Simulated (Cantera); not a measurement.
Source: NASA polynomial tables (part measured, part estimated), evaluated in Cantera. Values are per mole of reaction as written; species without (g) are pure solids or liquids, kept so even where they would boil at 1 bar.

4 Cr + N2(g) = 2 Cr2N, with ΔH° = -251.0 kJ and ΔS° = -156.2 J/K at 300 K.

Question: How far is the shortcut ΔG° ≈ ΔH°(300 K) − T·ΔS°(300 K) from the full temperature-dependent value at 1250, 1350, 1450, 1550, 1650 K?

Answer: 
```tsv
T (K)	shortcut (kJ)	full (kJ)	difference (kJ)	difference in log10 K
1250	-55.8	-69.8	14.0	-0.58
1350	-40.2	-56.7	16.5	-0.64
1450	-24.6	-43.8	19.2	-0.69
1550	-9.0	-31.0	22.0	-0.74
1650	6.6	-18.2	24.8	-0.79
```
The shortcut ignores the heat-capacity change of the reaction.
